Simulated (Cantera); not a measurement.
# TiC + C + N₂ (sublimation and decomposition of ceramics)

Charge: 1 mol TiC, 0.7 mol C, 4.7 mol N₂, held at 1.50 mbar.

Cantera equilibrium calculation (NASA polynomials, part measured and part estimated; ideal gas, pure solids and liquids). Candidate condensed phases: C, Ti, TiC, TiN; 13 gas species. TiC: taken at fixed stoichiometry. Kinetics and transport are ignored.

```json
[
 {"T (K)": "1523", "x N₂": "1.00", "x CN": "3.99e-9", "x Ti": "2.64e-12", "x C₃": "<1e-12", "x C": "<1e-12", "x C₂N₂": "5.06e-9", "x C₂": "<1e-12", "n C(graphite)": "0.700", "n TiC(s)": "1.00"},
 {"T (K)": "1598", "x N₂": "1.00", "x CN": "2.01e-8", "x Ti": "2.91e-11", "x C₃": "<1e-12", "x C": "<1e-12", "x C₂N₂": "1.61e-8", "x C₂": "<1e-12", "n C(graphite)": "0.700", "n TiC(s)": "1.00"},
 {"T (K)": "1673", "x N₂": "1.00", "x CN": "8.77e-8", "x Ti": "2.58e-10", "x C₃": "1.16e-12", "x C": "4.42e-12", "x C₂N₂": "4.63e-8", "x C₂": "<1e-12", "n C(graphite)": "0.700", "n TiC(s)": "1.00"},
 {"T (K)": "1748", "x N₂": "1.00", "x CN": "3.36e-7", "x Ti": "1.90e-9", "x C₃": "1.48e-11", "x C": "4.05e-11", "x C₂N₂": "1.21e-7", "x C₂": "1.22e-12", "n C(graphite)": "0.700", "n TiC(s)": "1.00"},
 {"T (K)": "1823", "x N₂": "1.000", "x CN": "1.15e-6", "x Ti": "1.18e-8", "x C₃": "1.53e-10", "x C": "3.09e-10", "x C₂N₂": "2.94e-7", "x C₂": "1.26e-11", "n C(graphite)": "0.700", "n TiC(s)": "1.00"},
 {"T (K)": "1898", "x N₂": "1.000", "x CN": "3.58e-6", "x Ti": "6.34e-8", "x C₃": "1.30e-9", "x C": "2.00e-9", "x C₂N₂": "6.63e-7", "x C₂": "1.09e-10", "n C(graphite)": "0.700", "n TiC(s)": "1.00"},
 {"T (K)": "1973", "x N₂": "1.000", "x CN": "1.02e-5", "x Ti": "2.99e-7", "x C₃": "9.41e-9", "x C": "1.13e-8", "x C₂N₂": "1.41e-6", "x C₂": "7.93e-10", "n C(graphite)": "0.700", "n TiC(s)": "1.000"},
 {"T (K)": "2048", "x N₂": "1.000", "x CN": "2.69e-5", "x Ti": "1.26e-6", "x C₃": "5.86e-8", "x C": "5.57e-8", "x C₂N₂": "2.83e-6", "x C₂": "4.99e-9", "n C(graphite)": "0.700", "n TiC(s)": "1.000"},
 {"T (K)": "2123", "x N₂": "1.000", "x CN": "6.61e-5", "x Ti": "4.78e-6", "x C₃": "3.19e-7", "x C": "2.46e-7", "x C₂N₂": "5.40e-6", "x C₂": "2.75e-8", "n C(graphite)": "0.700", "n TiC(s)": "1.000"},
 {"T (K)": "2198", "x N₂": "1.000", "x CN": "0.000153", "x Ti": "1.65e-5", "x C₃": "1.55e-6", "x C": "9.83e-7", "x C₂N₂": "9.88e-6", "x C₂": "1.35e-7", "n C(graphite)": "0.699", "n TiC(s)": "1.000"},
 {"T (K)": "2273", "x N₂": "1.000", "x CN": "0.000334", "x Ti": "5.26e-5", "x C₃": "6.73e-6", "x C": "3.58e-6", "x C₂N₂": "1.73e-5", "x C₂": "5.95e-7", "n C(graphite)": "0.698", "n TiC(s)": "1.000"},
 {"T (K)": "2348", "x N₂": "0.999", "x CN": "0.000693", "x Ti": "0.000155", "x C₃": "2.66e-5", "x C": "1.20e-5", "x C₂N₂": "2.94e-5", "x C₂": "2.38e-6", "n C(graphite)": "0.697", "n TiC(s)": "0.999"},
 {"T (K)": "2423", "x N₂": "0.998", "x CN": "0.00137", "x Ti": "0.000429", "x C₃": "9.61e-5", "x C": "3.72e-5", "x C₂N₂": "4.81e-5", "x C₂": "8.73e-6", "n C(graphite)": "0.693", "n TiC(s)": "0.998"},
 {"T (K)": "2498", "x N₂": "0.996", "x CN": "0.00261", "x Ti": "0.00111", "x C₃": "0.000321", "x C": "0.000108", "x C₂N₂": "7.64e-5", "x C₂": "2.96e-5", "n C(graphite)": "0.687", "n TiC(s)": "0.995"}
]
```
x: gas mole fraction; n: condensed amount in mol.

From 1523 K to 2498 K the condensed part is C(graphite) + TiC(s).
